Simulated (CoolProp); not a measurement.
Values from CoolProp's reference Helmholtz-energy equation of state, Lemmon 2003. It is a pseudo-pure fit of the blend.

For R404A, give the phase and the density (kg/m³), Joule-Thomson coefficient (K/MPa), isothermal compressibility (1/MPa) at 89.55 °C and 18.7 bar.


- 89.55 °C and 18.7 bar: gas; density 72.8, Joule-Thomson coefficient 10.3, isothermal compressibility 0.656
